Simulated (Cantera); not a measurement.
Mixture: CH3OH : O2 : N2 = 1 : 1.07 : 4.03 (molar parts), equivalence ratio 1.4, at 1.01 bar, adiabatic and at constant pressure. Ignition delay is the time to a rise of 400 K.

Detailed kinetics in Cantera: GRI-Mech 3.0 (53 species, 325 reactions). GRI-Mech 3.0 was tuned for natural gas; its chemistry of methanol as a main component is partial and can be far from experiment.

Question: What does this change do: pressure from 1.01 bar to 33.0 bar?

Answer: 
| quantity | before | after |
|---|---|---|
| delay at 1023 K | 0.278 s | 21.1 ms |
| delay at 1073 K | 92.7 ms | 6.91 ms |
| delay at 1123 K | 34.2 ms | 2.49 ms |
| delay at 1173 K | 13.8 ms | 0.983 ms |
| delay at 1223 K | 6.03 ms | 0.419 ms |
| delay at 1273 K | 2.84 ms | 0.192 ms |
| apparent activation energy between 1173 and 1273 K | 200 kJ/mol | 200 kJ/mol |
The pressure lies above the range GRI-Mech 3.0 was tuned for (to about 10 atm).
